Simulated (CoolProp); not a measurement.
Vapour-liquid equilibrium of ethane (1) + propylene (2) at 42.4 kPa; x and y are mole fractions of (1).

The numbers come from the multi-fluid Helmholtz-energy mixture model, Bücker 2006 and Lemmon 2013; pair parameters Bell 2016 in CoolProp.

Give the bubble temperature and the first vapour's composition at x = 0.45, 0.55, 0.95. Is there an azeotrope?

x = 0.45: 180.7 K, y = 0.899; x = 0.55: 178.1 K, y = 0.931; x = 0.95: 170.6 K, y = 0.995. No azeotrope shows between x = 0.05 and 0.95.

The pair parameters rest on a limited set of measurements; away from them the model extrapolates.
